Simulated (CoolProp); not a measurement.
The fluid at 405.01 K and 16.9 MPa (stagnation) flows isentropically through a choked orifice. The same conditions are run with several fluids, on thermodynamics alone (safety and materials aside).

Values from CoolProp's reference Helmholtz-energy equation of state of each fluid (methane: Setzmann 1991; propane: Lemmon 2009; R227EA: Lemmon 2016; carbon monoxide: Lemmon 2006).

```
fluid            throat to inlet pressure ratio  mass flux (kg/(m² s))  throat temperature (K)
---------------  ------------------------------  ---------------------  ----------------------
methane                                   0.532                  25700                   350.0
propane                                   0.361                  76200                   381.8
R227EA                                    0.310                 136000                   388.1
carbon monoxide                           0.505                  33800                   331.7
```
